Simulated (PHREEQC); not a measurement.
Solution (45 °C): 13 mmol/kgw NiSO4, 3.3 mmol/kgw NaOH and 78 mmol/kgw MnSO4. Closed to the air; pH follows from the charge balance.

Equilibrium calculation in PHREEQC: ion-association model, wateq4f.dat.

pH: 8.96
ionic strength: 0.181 mol/kgw
total alkalinity: 3.30 meq/kg

| species | molality | activity | log γ |
|---|---|---|---|
| SO4-2 | 0.0460 | 0.0134 | -0.536 |
| MnSO4 | 0.0393 | 0.0409 | 0.018 |
| Mn+2 | 0.0370 | 0.0120 | -0.488 |
| Ni+2 | 0.00615 | 0.00187 | -0.517 |
| NiSO4 | 0.00550 | 0.00574 | 0.018 |
| Na+ | 0.00307 | 0.00227 | -0.130 |
| MnOH+ | 0.00176 | 0.00130 | -0.132 |
| NiOH+ | 0.00118 | 0.000879 | -0.129 |
| NaSO4- | 0.000231 | 0.000172 | -0.128 |
| Ni(OH)2 | 0.000149 | 0.000156 | 0.018 |
| OH- | 5.07e-5 | 3.58e-5 | -0.151 |
| Ni(SO4)2-2 | 1.16e-5 | 3.51e-6 | -0.517 |
| Ni(OH)3- | 1.91e-6 | 1.42e-6 | -0.129 |
| HSO4- | 3.12e-9 | 2.28e-9 | -0.138 |
| H+ | 1.37e-9 | 1.09e-9 | -0.099 |

This is a speciation only: nothing precipitates in the calculation. In wateq4f.dat the enthalpy of Ni(OH)2 has the wrong sign, so its saturation index can't be trusted away from 25 °C. Constants without temperature data keep their 25 °C values here.
